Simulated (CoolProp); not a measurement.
Toluene along the isotherm 337 K: fugacity coefficient from the reference equation and from simpler models built on Tc = 591.7 K, pc = 41.26 bar, ω = 0.266; each cubic takes its own stable root.

Values from CoolProp's reference Helmholtz-energy equation of state, Lemmon 2006. It is a short technical equation, of lower accuracy than the large ones.

```csv
p (bar),phase,reference
1.47,liquid,0.1454
2.95,liquid,0.07289
4.42,liquid,0.04893
5.89,liquid,0.03694
7.37,liquid,0.02969
8.84,liquid,0.02490
10.3,liquid,0.02150
11.8,liquid,0.01887
13.3,liquid,0.01685
14.7,liquid,0.01533
16.2,liquid,0.01399
17.7,liquid,0.01288
19.2,liquid,0.01195
20.6,liquid,0.01120
```

How far does each simpler model (Redlich-Kwong, Peng-Robinson) lie from the reference over these 14 states: mean and median of the absolute difference, and the worst?


- Redlich-Kwong: mean 121.7 %, median 121.7 %, worst +122.9 % at 337 K and 20.6 bar
- Peng-Robinson: mean 1.3 %, median 1.3 %, worst +1.4 % at 337 K and 1.47 bar
